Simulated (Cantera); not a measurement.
An adiabatic, constant-pressure homogeneous reactor starts with CH4 : O2 : N2 = 1 : 1.82 : 6.84 (molar parts), equivalence ratio 1.1, at 1150 K and 100000 Pa. Integrator tolerance rtol = 1e-08.

Computed with Cantera and GRI-Mech 3.0 (53 species, 325 reactions).

Q: What does this change do: constant volume in place of constant pressure?

A: 
| quantity | before | after |
|---|---|---|
| time of steepest temperature rise | 0.101 s | 96.4 ms |
| temperature at 0.200 s | 2620 K | 2832 K |
| equilibrium temperature | 2620 K | 2832 K |
| x(CH4) at 0.200 s | <1e-12 (gas-phase equilibrium <1e-12) | <1e-12 (gas-phase equilibrium <1e-12) |
| x(O2) at 0.200 s | 0.00809 (gas-phase equilibrium 0.00809) | 0.0109 (gas-phase equilibrium 0.0109) |
| x(CH2) at 0.200 s | <1e-12 (gas-phase equilibrium <1e-12) | <1e-12 (gas-phase equilibrium <1e-12) |
| x(C2H2) at 0.200 s | <1e-12 (gas-phase equilibrium <1e-12) | <1e-12 (gas-phase equilibrium <1e-12) |
| x(NO) at 0.200 s | 0.00513 (gas-phase equilibrium 0.00513) | 0.00810 (gas-phase equilibrium 0.00810) |
